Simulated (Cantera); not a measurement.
What does this Cantera script print?

```python
import numpy as np
import cantera as ct

gas_names = """
    Br Br2 H HBr H2 Si SiBr SiBr2 SiBr3 SiBr4 SiH SiHBr3 SiH2 SiH2Br2 SiH3 SiH3Br SiH4 Si2 Si3
""".split()
cond_names = """
    Br2(cr) Br2(L) Si(cr) Si(L)
""".split()


# ... load() reads the species with a 1 bar reference pressure and builds the phases ...
atoms = {
    'Si': {'Si': 1},
    'HBr': {'H': 1, 'Br': 1},
}
top_T = {}  # K; cautious upper limits of use, not melting points


# ... equilibrate(T, P, feed) seeds the gas with the atoms and calls Mixture.equilibrate('TP', solver="vcs", rtol=1e-11, max_steps=5000) ...
results = []
T = 925  # K
P = 45000  # Pa
for m in [2.1, 2.5, 2.9, 3.4, 4, 4.7, 5.6, 6.6, 7.7, 9.1, 11, 13]:
    feed = {'Si': 1, 'HBr': m}  # mol
    mix = equilibrate(T, P, feed)
    results.append((T, P, feed, dict(zip(mix.species_names, mix.species_moles))))

top = {s: max(r[3][s] / sum(r[3][g] for g in gas_names) for r in results) for s in gas_names}
cols = sorted((s for s in top if top[s] > 0.0001), key=lambda s: -top[s])[:6]
seen = [c for c in cond_names if any(r[3].get(c, 0) > 1e-12 for r in results)]
print("log10 of partial pressures in bar; condensed amounts in mol")
print(f"{'n(HBr)':>10s}" + "".join(f"{s[:9]:>10s}" for s in cols + seen))
for T, P, feed, n in results:
    ng = sum(n[g] for g in gas_names)
    print(f"{feed['HBr']:10.4g}" + "".join(f"{np.log10(max(n[s] / ng * P / 1e5, 1e-99)):10.3f}" for s in cols)
          + "".join(f"{n.get(c, 0):10.4g}" for c in seen))
```

Output:

```
log10 of partial pressures in bar; condensed amounts in mol
    n(HBr)       HBr        H2     SiBr4    SiHBr3   SiH2Br2     SiBr3    Si(cr)
       2.1    -2.149    -0.536    -0.856    -1.928    -3.327    -3.669    0.4696
       2.5    -2.149    -0.536    -0.856    -1.928    -3.327    -3.669    0.3686
       2.9    -2.149    -0.536    -0.856    -1.928    -3.327    -3.669    0.2675
       3.4    -2.149    -0.536    -0.856    -1.928    -3.327    -3.669    0.1412
         4    -2.016    -0.537    -0.852    -2.057    -3.589    -3.797         0
       4.7    -1.066    -0.615    -0.918    -3.151    -5.711    -4.852         0
       5.6    -0.805    -0.709    -1.011    -3.599    -6.515    -5.254         0
       6.6    -0.680    -0.794    -1.096    -3.894    -7.021    -5.506         0
       7.7    -0.605    -0.872    -1.173    -4.125    -7.404    -5.698         0
       9.1    -0.548    -0.954    -1.256    -4.347    -7.765    -5.878         0
        11    -0.502    -1.046    -1.347    -4.575    -8.131    -6.062         0
        13    -0.472    -1.125    -1.426    -4.764    -8.429    -6.210         0
```

These are equilibrium values from Cantera (NASA tables, ideal gas, pure condensed phases), not measurements of a reactor. The tables' values for SiBr3 are old estimates; treat these amounts as uncertain.
